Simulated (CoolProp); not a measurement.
Methanol along the isobar 0.857 MPa: density (kg/m³) from the reference equation and from simpler models built on Tc = 513.4 K, pc = 8.216 MPa, ω = 0.565; each cubic takes its own stable root.

Computed with CoolProp (reference Helmholtz-energy equation of state, de Reuck 1993).

```json
[
 {"T (K)": "494.4", "phase": "gas", "reference": "6.964"},
 {"T (K)": "504", "phase": "gas", "reference": "6.806"},
 {"T (K)": "513.7", "phase": "gas", "reference": "6.656"},
 {"T (K)": "523.3", "phase": "gas", "reference": "6.515"},
 {"T (K)": "533", "phase": "gas", "reference": "6.381"},
 {"T (K)": "542.7", "phase": "gas", "reference": "6.254"},
 {"T (K)": "552.3", "phase": "gas", "reference": "6.134"},
 {"T (K)": "562", "phase": "gas", "reference": "6.018"},
 {"T (K)": "571.7", "phase": "gas", "reference": "5.908"},
 {"T (K)": "581.3", "phase": "gas", "reference": "5.803"},
 {"T (K)": "591", "phase": "gas", "reference": "5.701"},
 {"T (K)": "600.7", "phase": "gas", "reference": "5.604"},
 {"T (K)": "610.3", "phase": "gas", "reference": "5.511"},
 {"T (K)": "620", "phase": "gas", "reference": "5.421"}
]
```

Task: How far does each simpler model (van der Waals, Redlich-Kwong) lie from the reference over these 14 states: mean and median of the absolute difference, and the worst?

Result: 
- van der Waals: mean 0.2 %, median 0.2 %, worst -0.6 % at 494.4 K and 0.857 MPa
- Redlich-Kwong: mean 0.3 %, median 0.4 %, worst +0.4 % at 562 K and 0.857 MPa
